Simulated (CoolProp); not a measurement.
A simple Rankine cycle with R113: condensing at 326.15 K, boiler at 1.24 MPa, turbine inlet 499 K, turbine efficiency 0.65, pump efficiency 0.6, no recuperator. Each further row changes one setting.

Computed with CoolProp (reference Helmholtz-energy equation of state, Marx 1992).

| case | thermal efficiency (%) | net work (kJ/kg) | heat in (kJ/kg) | turbine exit temperature (K) | volume ratio over the turbine |
|---|---|---|---|---|---|
| as stated | 10.7 | … | 263 | 451.3 | … |
| condensing temperature 318.15 K | 11.5 | 31.3 | 271 | 447.0 | 13.5 |
| boiler pressure 0.868 MPa | 9.3 | … | … | 460.1 | 7.13 |
| turbine efficiency 0.55 | 9.0 | … | 263 | … | … |

Q: Some entries are withheld; supply them.

A: 
- as stated, net work (kJ/kg): 28.1
- as stated, volume ratio over the turbine: 10.4
- boiler pressure 0.868 MPa, net work (kJ/kg): 24.8
- boiler pressure 0.868 MPa, heat in (kJ/kg): 267
- turbine efficiency 0.55, net work (kJ/kg): 23.6
- turbine efficiency 0.55, turbine exit temperature (K): 457.1
- turbine efficiency 0.55, volume ratio over the turbine: 10.6
